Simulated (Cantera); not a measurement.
## Moist CO burnout

An isothermal, constant-pressure homogeneous reactor starts with 0.210 % CO, 2.10 % O2, 2.01 % H2O, 95.7 % N2, at 875 K and 900 Torr.

Detailed kinetics in Cantera: GRI-Mech 3.0 (53 species, 325 reactions).

```csv
t (s),x CO,x O2,x H2O,x NO2,x NO
3.00e-5,0.00210,0.0210,0.0201,<1e-12,<1e-12
0.000169,0.00210,0.0210,0.0201,<1e-12,<1e-12
0.000949,0.00210,0.0210,0.0201,<1e-12,<1e-12
0.00533,0.00210,0.0210,0.0201,<1e-12,<1e-12
0.0300,0.00210,0.0210,0.0201,<1e-12,<1e-12
0.169,0.00210,0.0210,0.0201,<1e-12,<1e-12
0.949,0.00210,0.0210,0.0201,<1e-12,<1e-12
5.33,0.00207,0.0210,0.0201,<1e-12,<1e-12
30.0,0.00146,0.0207,0.0201,<1e-12,<1e-12
```
x: mole fraction; the columns are a selection and need not sum to one.

Equilibrium at this temperature and pressure: CO <1e-12, O2 0.0200, H2O 0.0201, NO2 1.09e-7, NO 2.23e-6 (gas phase only).
